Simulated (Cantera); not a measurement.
Input: 1 mol SiCl₄, 2.9 mol Cl₂, 0.99 mol H₂, held at 100000 Pa.

Method: chemical equilibrium by Gibbs-energy minimisation in Cantera with the NASA 1993 tables (ideal gas, pure condensed phases). Candidate condensed phases: Si; 19 gas species. Kinetics and transport are ignored. All values below are at 1475 K.

Base state: HCl 0.399, Cl₂ 0.370, SiCl₄ 0.201, Cl 0.0299 (mole fractions); condensed: gas only.

### Question
What changes in the equilibrium state with this change: pressure from 100000 Pa to 940000 Pa?

### Answer
```tsv
species	before	after
HCl	0.399	0.403
Cl₂	0.370	0.384
SiCl₄	0.201	0.203
Cl	0.0299	0.00995
```
